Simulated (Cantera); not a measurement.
Input: 1 mol SiHCl3, 9.8 mol NH3, at 100000 Pa.

Equilibrium computed with Cantera from the NASA thermochemical tables; the gas is ideal and each condensed phase is pure. Candidate condensed phases: NH4Cl, Si, Si3N4; 28 gas species. The tables' values for SiCl3 are old estimates; treat these amounts as uncertain. Rates play no part. All values below are at 1275 K.

Base state: H2 0.655, N2 0.203, HCl 0.142, SiCl4 0.000352, SiHCl3 6.58e-5, NH3 3.28e-5, SiCl3 2.24e-5 (mole fractions); condensed: Si3N4(s).

What changes in the equilibrium state with this change: NH3 from 9.8 to 1.2 mol?


```csv
species,before,after
H2,0.655,0.441
HCl,0.142,0.390
SiCl4,0.000352,0.105
N2,0.203,0.0564
SiCl3,2.24e-5,0.00199
SiHCl3,6.58e-5,0.00480
SiCl2,9.23e-6,0.000244
"Si3N4(s), mol",0.330,0.198
```
